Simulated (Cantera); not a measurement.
A closed system holds: 1 mol Si3N4, 12 mol H2O, at 1175 K and 44000 Pa.

Method: chemical equilibrium by Gibbs-energy minimisation in Cantera with the NASA 1993 tables (ideal gas, pure condensed phases). Candidate condensed phases: H2O, Si, SiO2, Si2N2O, Si3N4; 35 gas species. The tables hold silica as quartz up to 1696 K and as liquid above; real silica turns to tridymite and cristobalite and melts near 1996 K. Equilibrium is a limit: real reactors are often held back by kinetics, nucleation or transport.

Base state: H2O 0.429, H2 0.429, N2 0.143, NH3 1.00e-5 (mole fractions); condensed: SiO2(β-quartz).

What changes in the equilibrium state with this change: temperature from 1175 K to 2050 K?


| species | before | after |
|---|---|---|
| H2O | 0.429 | 0.428 |
| H2 | 0.429 | 0.427 |
| N2 | 0.143 | 0.143 |
| H | 1.21e-7 | 0.00223 |
| SiO | <1e-9 | 0.000349 |
| OH | <1e-9 | 0.000245 |
| NH3 | 1.00e-5 | 8.57e-7 |
| SiO2(β-quartz), mol | 3.00 | 0 |
| SiO2(l), mol | 0 | 3.00 |
Gases not in the tables: Si(OH)4.
